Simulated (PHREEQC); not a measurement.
Dissolve 35 mmol/kgw HF, 9.7 mmol/kgw NaF, 0.4 mmol/kgw H4SiO4 and 0.93 mmol/kgw H2SO4 at 25 °C. Closed to the air; pH follows from the charge balance.

The numbers come from PHREEQC with the ion-association model, phreeqc.dat.

No solid was allowed to form.

### Question
Predict the pH.

### Answer
pH 2.58.

### Question
In which forms is S present?

### Answer
SO4-2 83 %, HSO4- 15 %, NaSO4- 2.5 % of the S.

Species that the database lacks are ignored. SiF6-2 is the database's only silicon fluoride.
